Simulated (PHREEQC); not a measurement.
A solution holds 0.14 mol Mn(NO3)2 and 0.165 mol ZnSO4 per kg of water, at 25 °C. Closed to the air; pH follows from the charge balance.

The numbers come from PHREEQC with the ion-association model, wateq4f.dat.

Precipitation was switched off in this run.

Predict the pH, activity of water.

pH 5.45; activity of water 0.989.

In which forms is Zn present?

Zn+2 63 %, ZnSO4 28 %, Zn(SO4)2-2 8.5 % of the Zn.

Complexes and solids missing from the database can't appear.
